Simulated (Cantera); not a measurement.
# Ignition delay

Mixture: 6.58 % CH4, 19.7 % O2, 73.7 % N2, at 370000 Pa, adiabatic and at constant volume. Ignition delay is the time to a rise of 400 K.

Cantera simulation using GRI-Mech 3.0 (53 species, 325 reactions); the numbers are that mechanism's predictions, not measurements.

| T0 (K) | delay (ms) |
|---|---|
| 1375 | 1.26 |
| 1450 | 0.567 |
| 1525 | 0.272 |
| 1600 | 0.140 |
| 1675 | 0.0767 |

- apparent activation energy between 1525 and 1675 K = 180 kJ/mol
